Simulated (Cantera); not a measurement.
## Thermodynamics of silicon nitride deposition, feed SiHCl₃ + NH₃

Input: 1 mol SiHCl₃, a varied amount of NH₃, held at 427 °C and 2.00 mbar.

Equilibrium computed with Cantera from the NASA thermochemical tables; the gas is ideal and each condensed phase is pure. Candidate condensed phases: NH₄Cl, Si, Si₃N₄; 28 gas species. The tables' values for SiCl₃ are old estimates; treat these amounts as uncertain. The numbers say what is thermodynamically allowed, not how fast it happens.

| n(NH₃) (mol) | x H₂ | x SiCl₄ | x HCl | x N₂ | x SiHCl₃ | n Si(s) | n Si₃N₄(s) |
|---|---|---|---|---|---|---|---|
| 0.13 | 0.468 | 0.499 | 0.00149 | <1e-12 | 0.0319 | 0.141 | 0.0325 |
| 0.15 | 0.479 | 0.488 | 0.00150 | <1e-12 | 0.0317 | 0.126 | 0.0375 |
| 0.18 | 0.494 | 0.473 | 0.00152 | <1e-12 | 0.0315 | 0.104 | 0.0450 |
| 0.21 | 0.508 | 0.459 | 0.00153 | <1e-12 | 0.0312 | 0.0808 | 0.0525 |
| 0.25 | 0.526 | 0.441 | 0.00154 | <1e-12 | 0.0309 | 0.0505 | 0.0625 |
| 0.3 | 0.547 | 0.421 | 0.00155 | <1e-12 | 0.0304 | 0.0127 | 0.0750 |
| 0.36 | 0.551 | 0.402 | 0.0452 | 2.25e-8 | 0.00100 | 0 | 0.0900 |
| 0.42 | 0.514 | 0.352 | 0.134 | 2.28e-5 | 0.000276 | 0 | 0.105 |
| 0.5 | 0.474 | 0.296 | 0.230 | 0.000970 | 0.000125 | 0 | 0.124 |
| 0.59 | 0.450 | 0.250 | 0.294 | 0.00637 | 7.82e-5 | 0 | 0.140 |
| 0.7 | 0.443 | 0.211 | 0.329 | 0.0170 | 5.81e-5 | 0 | 0.153 |
| 0.83 | 0.444 | 0.179 | 0.347 | 0.0300 | 4.66e-5 | 0 | 0.165 |
| 0.98 | 0.450 | 0.150 | 0.356 | 0.0437 | 3.87e-5 | 0 | 0.176 |
x: gas mole fraction; n: condensed amount in mol.

From 0.13 mol NH₃ to 0.3 mol NH₃ the condensed part is Si(s) + Si₃N₄(s). From 0.36 mol NH₃ to 0.98 mol NH₃ the condensed part is Si₃N₄(s). The main Si-bearing gas is SiCl₄ throughout.
